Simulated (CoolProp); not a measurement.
Properties of trans-2-butene along the isotherm 458.1 K.

Computed with CoolProp (reference Helmholtz-energy equation of state, Lemmon 2005). It is a short technical equation, of lower accuracy than the large ones.

```tsv
p (bar)	phase	density (kg/m³)	fugacity coefficient
6.03	gas	9.281	0.9585
12.1	gas	19.56	0.9174
18.1	gas	30.90	0.8772
24.1	gas	43.79	0.8376
30.1	gas	58.79	0.7983
36.2	gas	77.20	0.7586
42.2	supercritical	___	0.7198
48.2	supercritical	___	0.6810
54.3	supercritical	176.9	0.6415
60.3	supercritical	235.6	___
```

**Question.** What belongs in the gaps?

**Answer.** 
- 42.2, density (kg/m³): 100.1
- 48.2, density (kg/m³): 131.1
- 60.3, fugacity coefficient: 0.6031
